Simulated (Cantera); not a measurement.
A closed system holds: 1 mol trisilylamine, 0.42 mol NH₃, 2.8 mol N₂, 0.49 mol CO₂, at 76.0 Pa.

Cantera equilibrium calculation (NASA polynomials, part measured and part estimated; ideal gas, pure solids and liquids). Candidate condensed phases: C, C₆H₆, C₇H₈, C₈H₁₈, H₂O, Si, SiC, SiO₂, Si₂N₂O, Si₃N₄; 151 gas species. The feed counts by its element totals alone. Mutual solubility and eutectic melting of coexisting phases are not modelled. Equilibrium is a limit: real reactors are often held back by kinetics, nucleation or transport.

x: gas mole fraction; n: condensed amount in mol.

| T (°C) | x H₂ | x N₂ | x H | x SiO | n C(graphite) | n Si₂N₂O(s) | n Si₃N₄(s) | n SiC(s) |
|---|---|---|---|---|---|---|---|---|
| 602 | 0.736 | 0.264 | 1.56e-9 | <1e-12 | 0.489 | 0.980 | 0.347 | 0 |
| 652 | 0.736 | 0.264 | 8.10e-9 | <1e-12 | 0.489 | 0.980 | 0.347 | 0 |
| 702 | 0.736 | 0.264 | 3.56e-8 | <1e-12 | 0.490 | 0.980 | 0.347 | 0 |
| 752 | 0.736 | 0.264 | ? | <1e-12 | 0.490 | 0.980 | 0.347 | 0 |
| 802 | 0.736 | 0.264 | 4.57e-7 | 6.87e-12 | 0.490 | 0.980 | 0.347 | 0 |
| 852 | 0.736 | 0.264 | 1.38e-6 | 1.26e-10 | 0.490 | 0.980 | 0.347 | 0 |
| 902 | 0.703 | 0.297 | 3.73e-6 | 1.73e-9 | 0 | 0.980 | 0.183 | 0.490 |
| 952 | 0.703 | 0.297 | 9.48e-6 | 1.97e-8 | 0 | 0.980 | 0.183 | 0.490 |
| 1002 | 0.703 | 0.297 | 2.24e-5 | 1.86e-7 | 0 | 0.980 | 0.183 | 0.490 |
| 1052 | 0.703 | 0.297 | ? | ? | 0 | 0.980 | 0.184 | 0.490 |
| 1102 | 0.703 | 0.297 | 0.000104 | 9.98e-6 | 0 | 0.980 | 0.184 | 0.490 |
| 1152 | 0.703 | 0.296 | 0.000207 | 5.90e-5 | 0 | 0.979 | 0.184 | 0.489 |
| 1202 | 0.703 | 0.296 | 0.000394 | 0.000309 | 0 | 0.977 | 0.185 | 0.489 |

Task: Some entries are withheld; supply them.

Result: 
- 752, x H: 1.36e-7
- 1052, x H: 4.97e-5
- 1052, x SiO: 1.47e-6
